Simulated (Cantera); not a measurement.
Charge: 1 mol CuF2, 0.037 mol HF, 230 mol H2, at 75.0 Torr.

Cantera equilibrium calculation (NASA polynomials, part measured and part estimated; ideal gas, pure solids and liquids). Candidate condensed phases: Cu, CuF2; 15 gas species. Equilibrium is a limit: real reactors are often held back by kinetics, nucleation or transport.

Question: At 1575 K, list the 4 most abundant gas species with their mole fractions, and the condensed phases.

Answer: H2 0.991, HF 0.00881, Cu 0.000273, H 0.000131. Condensed: Cu(l).
